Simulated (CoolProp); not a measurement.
The numbers come from the reference Helmholtz-energy equation of state, Span 1996 in CoolProp.

Problem. For carbon dioxide, give the phase and the cp (kJ/(kg K)), cv (kJ/(kg K)), conductivity (mW/(m K)) at 618.6 K and 18.4 MPa.

Solution. 
- 618.6 K and 18.4 MPa: supercritical; cp 1.22, cv 0.921, conductivity 48.5

Thermal conductivity comes from a separate model (Huber 2016).
